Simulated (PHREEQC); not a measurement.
0.01 mol of Clpyromorphite (Pb5(PO4)3Cl) is brought to equilibrium with 1 kg of water holding 100 mmol/kgw NaCl, at 25 °C, the pH being set by adding NaOH or HCl. O2 is buffered at 0.21 atm. The system is closed to CO2. The run lets Clpyromorphite, Litharge, Cotunnite, Laurionite, Hxypyromorphite precipitate or redissolve, and no other solid.

All values are PHREEQC results (ion-association model, wateq4f.dat), not measurements.

Problem. Predict dissolved Pb (mol/kgw) at pH = 4, 4.5, 5.5, 8, 10.5.

Solution. 
| pH | dissolved Pb (mol/kgw) |
|---|---|
| 4 | 3.71e-6 |
| 4.5 | 1.56e-6 |
| 5.5 | 2.82e-7 |
| 8 | 1.24e-8 |
| 10.5 | 1.24e-7 |

Species that the database lacks are ignored. H3PO4, which wateq4f.dat lacks, is added to it with the constant of phreeqc.dat. The database has no phosphate complexes of Pb. Later reviews don't keep the database's Pb(OH)4-2.
